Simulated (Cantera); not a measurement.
What does this Cantera script print?

```python
import numpy as np
import cantera as ct

gas = ct.Solution("gri30.yaml")
gas.TP = 300, 200000
flame = ct.CounterflowDiffusionFlame(gas, width=0.02)
flame.fuel_inlet.X, flame.fuel_inlet.T = {'CH4': 1, 'H2': 0.82, 'N2': 0.34}, 475
flame.oxidizer_inlet.X, flame.oxidizer_inlet.T = {'O2': 0.24, 'N2': 0.76}, 350
flame.set_refine_criteria(ratio=3, slope=0.12, curve=0.24, prune=0.03)
show = ['OH', 'H', 'NO', 'CO', 'C2H2']

rows = []
print(f"{'mdot':>8s}{'a_max':>10s}{'a_mean':>10s}{'Tmax/K':>9s}" + "".join(f"{s:>11s}" for s in show) + "   (peak mole fractions)")
for i, mdot in enumerate([1.2, 1.6, 2.1, 2.7, 3.6, 4.8, 6.3, 8.3, 11]):  # kg/m2/s on the oxidiser side
    flame.oxidizer_inlet.mdot, flame.fuel_inlet.mdot = mdot, 0.48 * mdot
    flame.solve(loglevel=0, auto=(i == 0))
    if flame.T.max() < max(475, 350) + 100:
        print(f"{mdot:8.3g}  no burning solution found from the previous one")
        break
    dT = np.abs(np.gradient(flame.T, flame.grid))
    rows.append([flame.strain_rate("max"), flame.strain_rate("mean"), flame.T.max(),
                 *(flame.X[gas.species_index(s)].max() for s in show), max(dT[0], dT[-1]) / dT.max()])
    print(f"{mdot:8.3g}{rows[-1][0]:10.1f}{rows[-1][1]:10.1f}{rows[-1][2]:9.1f}" + "".join(f"{x:11.3e}" for x in rows[-1][3:-1]))
```

Output:

```
    mdot     a_max    a_mean   Tmax/K         OH          H         NO         CO       C2H2   (peak mole fractions)
     1.2     381.5      75.3   2341.9  1.213e-02  5.105e-03  3.780e-04  4.819e-02  1.061e-02
     1.6     506.0     100.4   2323.4  1.236e-02  5.444e-03  3.448e-04  4.733e-02  1.022e-02
     2.1     657.1     131.7   2303.5  1.247e-02  5.754e-03  3.147e-04  4.643e-02  9.800e-03
     2.7     834.9     169.3   2286.7  1.257e-02  6.057e-03  2.906e-04  4.568e-02  9.436e-03
     3.6    1094.8     225.8   2269.5  1.267e-02  6.423e-03  2.658e-04  4.499e-02  9.069e-03
     4.8    1435.4     301.1   2254.9  1.278e-02  6.832e-03  2.436e-04  4.453e-02  8.835e-03
     6.3    1854.3     395.1   2239.5  1.280e-02  7.208e-03  2.215e-04  4.409e-02  8.598e-03
     8.3    2409.2     520.6   2221.7  1.273e-02  7.585e-03  1.980e-04  4.363e-02  8.323e-03
      11    3133.7     689.9   2201.2  1.255e-02  7.943e-03  1.731e-04  4.318e-02  8.007e-03
```

Model: GRI-Mech 3.0 (53 species, 325 reactions), integrated in Cantera. GRI-Mech 3.0 has no aromatics or soot, which form on the fuel side of real flames. The maximum strain rate includes the flame's own expansion and is several times the mean.
